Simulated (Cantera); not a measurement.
A perfectly stirred reactor is fed with 4.32 % CH₄, 0.203 % CO, 18.6 % O₂, 70.0 % N₂, 6.91 % CO₂, equivalence ratio 0.47, at 7.70 atm; it is adiabatic with a 400 K inlet, and is followed from long to short residence time, starting on the burning branch (τ in s: 0.086, 0.028, 0.0088, 0.0028, 0.0009, 0.00029, 9.2e-05, 3e-05, 9.4e-06, 3e-06).

Detailed kinetics in Cantera: GRI-Mech 3.0 (53 species, 325 reactions).

Task: Predict: blow-out, bracketed by the residence times tried; x(CH₄) at τ = 86.0 ms; x(CO) at τ = 86.0 ms; x(O₂) at τ = 86.0 ms; x(C₂H₂) at τ = 86.0 ms; x(CH₂CO) at τ = 86.0 ms; x(CH₄) at τ = 0.290 ms; x(CO) at τ = 0.290 ms; x(O₂) at τ = 0.290 ms.

Result: 
```json
{
 "blow_out_bracketed_by_the_residence_times_tried": "burning at 28.0 ms, out at 8.80 ms",
 "x(CH₄) at τ = 86.0 ms": "0.000135",
 "x(CO) at τ = 86.0 ms": "0.00115",
 "x(O₂) at τ = 86.0 ms": "0.0997",
 "x(C₂H₂) at τ = 86.0 ms": "3.33e-7",
 "x(CH₂CO) at τ = 86.0 ms": "1.37e-6",
 "x(CH₄) at τ = 0.290 ms": "0.0432",
 "x(CO) at τ = 0.290 ms": "0.00203",
 "x(O₂) at τ = 0.290 ms": "0.186"
}
```
